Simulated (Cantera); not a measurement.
A perfectly stirred reactor is fed with CO : H2 : O2 : N2 = 1 : 0.051 : 0.577 : 2.17 (molar parts), at 1.00 bar; it is adiabatic with a 450 K inlet, and is followed from long to short residence time, starting on the burning branch (τ in s: 0.048, 0.026, 0.014, 0.0072, 0.0038, 0.002, 0.0011, 0.00056, 0.0003, 0.00016, 8.4e-05).

Model: GRI-Mech 3.0 (53 species, 325 reactions), integrated in Cantera.

Q: Predict: blow-out, bracketed by the residence times tried; x(CO) at τ = 48.0 ms; x(H2) at τ = 48.0 ms; x(O2) at τ = 48.0 ms; x(N2O) at τ = 48.0 ms; x(HO2) at τ = 48.0 ms; x(CO) at τ = 2.00 ms; x(H2) at τ = 2.00 ms; x(O2) at τ = 2.00 ms; x(N2O) at τ = 2.00 ms; x(HO2) at τ = 2.00 ms.

A: 
- blow-out, bracketed by the residence times tried = burning at 0.300 ms, out at 0.160 ms
- x(CO) at τ = 48.0 ms = 0.0436
- x(H2) at τ = 48.0 ms = 0.000394
- x(O2) at τ = 48.0 ms = 0.0338
- x(N2O) at τ = 48.0 ms = 3.72e-7
- x(HO2) at τ = 48.0 ms = 9.71e-7
- x(CO) at τ = 2.00 ms = 0.0880
- x(H2) at τ = 2.00 ms = 0.000941
- x(O2) at τ = 2.00 ms = 0.0537
- x(N2O) at τ = 2.00 ms = 3.73e-7
- x(HO2) at τ = 2.00 ms = 5.02e-6
